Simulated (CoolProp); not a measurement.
A Linde-Hampson liquefier for nitrogen: isothermal reversible compression at 200 K from 1 atm to 40 MPa, throttling to 1 atm, return gas leaving the recuperator 5 K below the feed. Each further row changes one setting.

The numbers come from the reference Helmholtz-energy equation of state, Span 2000 in CoolProp.

```tsv
case	liquid yield per pass	compression work (kJ/kg of gas)
as stated	0.245	340
high pressure 80 MPa	___	___
warm-end temperature 230 K	___	___
warm-end gap 10 K	___	340
```

Question: Complete the blanks.

Answer: 
- high pressure 80 MPa, liquid yield per pass: 0.177
- high pressure 80 MPa, compression work (kJ/kg of gas): 406
- warm-end temperature 230 K, liquid yield per pass: 0.178
- warm-end temperature 230 K, compression work (kJ/kg of gas): 403
- warm-end gap 10 K, liquid yield per pass: 0.233
